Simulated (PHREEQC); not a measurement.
## Acid mine or pickling water

Model water analysis in mmol/kgw, 35 °C, pH 3.31, pe 10.7:

```
constituent  mmol/kgw
-----------  --------
Na               3.27
K               0.356
Ca               15.5
Mg               2.32
Cl               5.44
S(6)             18.1
Zn            0.00928
Ni              0.693
```

Valence states are taken as typed.

All values are PHREEQC results (ion-association model, wateq4f.dat), not measurements.

Each row changes one thing in this solution. No solid was allowed to form.

| case | ionic strength (mol/kgw) | SO4-2 (mol/kgw) | Ca+2 (mol/kgw) | CaSO4 (mol/kgw) | Mg+2 (mol/kgw) | MgSO4 (mol/kgw) | SI of Gypsum (CaSO4:2H2O) | SI of Epsomite (MgSO4:7H2O) |
|---|---|---|---|---|---|---|---|---|
| as made | 0.0517 | 0.0112 | 0.0103 | 0.00520 | 0.00135 | 0.000967 | -0.03 | -3.42 |
| temperature from 35 to 15 °C at the same typed pH | 0.0542 | 0.0119 | 0.0106 | 0.00485 | 0.00159 | 0.000735 | +0.02 | -3.17 |
| K from 0.356 to 0.712 mmol/kgw | 0.0519 | 0.0112 | 0.0103 | 0.00519 | 0.00136 | 0.000965 | -0.03 | -3.42 |
| S(6) from 18.1 to 36.2 mmol/kgw | 0.0761 | 0.0261 | 0.00800 | 0.00747 | 0.000996 | 0.00132 | +0.13 | -3.28 |

Some of these states are supersaturated (in Gypsum, for instance).
